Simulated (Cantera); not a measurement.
Feed: 1 mol HMDSO, 0.66 mol NO, equilibrated at 1675 °C and 9.50 Pa.

Equilibrium computed with Cantera from the NASA thermochemical tables; the gas is ideal and each condensed phase is pure. Candidate condensed phases: C, C₆H₆, C₇H₈, C₈H₁₈, H₂O, Si, SiC, SiO₂, Si₂N₂O, Si₃N₄; 151 gas species. The feed counts by its element totals alone. Equilibrium is a limit: real reactors are often held back by kinetics, nucleation or transport.

Base state: H₂ 0.719, CO 0.141, H 0.0983, N₂ 0.0273, Si 0.0110, HCN 0.00167, SiO 0.00116, C₂H₂ (acetylene) 0.000387 (mole fractions); condensed: C(graphite) + SiC(s).

Problem. What changes in the equilibrium state with this change: temperature from 1675 °C to 1627 °C?

Solution. 
| species | before | after |
|---|---|---|
| H₂ | 0.719 | 0.750 |
| CO | 0.141 | 0.144 |
| H | 0.0983 | 0.0705 |
| Si | 0.0110 | 0.00493 |
| N₂ | 0.0273 | 0.0281 |
| SiC₂ | 0.000355 | 0.000125 |
| Si₂C | 0.000241 | 8.64e-5 |
| SiH | 6.99e-5 | 3.61e-5 |
| C₂H₂ (acetylene) | 0.000387 | 0.000286 |
| C(graphite), mol | 2.47 | 2.40 |
| SiC(s), mol | 1.85 | 1.93 |
